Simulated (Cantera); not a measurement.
Charge: 1 mol HF, 1.2 mol H2O, 0.55 mol H2, equilibrated at 3048 K and 0.100 bar.

Cantera equilibrium calculation (NASA polynomials, part measured and part estimated; ideal gas, pure solids and liquids). Candidate condensed phases: H2O; 22 gas species. Rates play no part.

Base state: HF 0.273, H 0.241, H2 0.174, H2O 0.153, OH 0.0731, O 0.0617, O2 0.0215, F 0.00255 (mole fractions); condensed: gas only.

Task: What changes in the equilibrium state with this change: H2 from 0.55 to 7 mol?

Result: 
```tsv
species	before	after
H2	0.174	0.433
H	0.241	0.380
HF	0.273	0.0851
O2	0.0215	0.000706
O	0.0617	0.0112
OH	0.0731	0.0209
H2O	0.153	0.0692
F	0.00255	0.000504
```
